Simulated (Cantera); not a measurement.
Cantera run:

```python
import numpy as np
import cantera as ct

gas_names = """
    H H2 N NH NH2 NH3 N2 N2H2 N2H4 Si SiH SiH2 SiH3 SiH4 SiN Si2 Si2N Si3
""".split()
cond_names = """
    Si(cr) Si(L) Si3N4(a)
""".split()


# ... load() reads the species with a 1 bar reference pressure and builds the phases ...
atoms = {
    'SiH4': {'Si': 1, 'H': 4},
    'NH3': {'N': 1, 'H': 3},
    'N2': {'N': 2},
}
top_T = {'Si3N4(a)': 2400}  # K; cautious upper limits of use, not melting points


# ... equilibrate(T, P, feed) seeds the gas with the atoms and calls Mixture.equilibrate('TP', solver="vcs", rtol=1e-11, max_steps=5000) ...
results = []
feed = {'SiH4': 1, 'NH3': 1.2, 'N2': 15}  # mol
P = 133.322  # Pa
for T in [1898, 1923, 1948, 1973, 1998, 2023, 2048, 2073, 2098]:
    mix = equilibrate(T, P, feed)
    results.append((T, P, feed, dict(zip(mix.species_names, mix.species_moles))))

top = {s: max(r[3][s] / sum(r[3][g] for g in gas_names) for r in results) for s in gas_names}
cols = sorted((s for s in top if top[s] > 0.0001), key=lambda s: -top[s])[:8]
seen = [c for c in cond_names if any(r[3].get(c, 0) > 1e-12 for r in results)]
print("log10 of partial pressures in bar; condensed amounts in mol")
print(f"{'T/K':>10s}" + "".join(f"{s[:9]:>10s}" for s in cols + seen))
for T, P, feed, n in results:
    ng = sum(n[g] for g in gas_names)
    print(f"{T:10.4g}" + "".join(f"{np.log10(max(n[s] / ng * P / 1e5, 1e-99)):10.3f}" for s in cols)
          + "".join(f"{n.get(c, 0):10.4g}" for c in seen))
```

Output:

```
log10 of partial pressures in bar; condensed amounts in mol
       T/K        N2        H2        Si         H       Si2      Si2N       SiH       SiN     Si(L)
      1898    -2.976    -3.600    -4.911    -4.907    -7.008    -6.710    -6.770    -6.872    0.8044
      1923    -2.978    -3.604    -4.770    -4.828    -6.839    -6.610    -6.660    -6.761    0.7294
      1948    -2.981    -3.610    -4.634    -4.752    -6.674    -6.514    -6.553    -6.653    0.6282
      1973    -2.984    -3.616    -4.501    -4.678    -6.514    -6.420    -6.450    -6.549     0.492
      1998    -2.989    -3.624    -4.371    -4.607    -6.358    -6.329    -6.350    -6.448    0.3095
      2023    -2.994    -3.634    -4.245    -4.539    -6.206    -6.241    -6.254    -6.350   0.06538
      2048    -2.997    -3.641    -4.213    -4.471    -6.240    -6.337    -6.250    -6.344         0
      2073    -2.998    -3.648    -4.210    -4.404    -6.329    -6.485    -6.274    -6.366         0
      2098    -2.999    -3.655    -4.207    -4.339    -6.418    -6.631    -6.299    -6.388         0
```

These are equilibrium values from Cantera (NASA tables, ideal gas, pure condensed phases), not measurements of a reactor. The tables' values for SiN are old estimates; treat these amounts as uncertain. Gases not in the tables: Si2H6 and higher silanes.
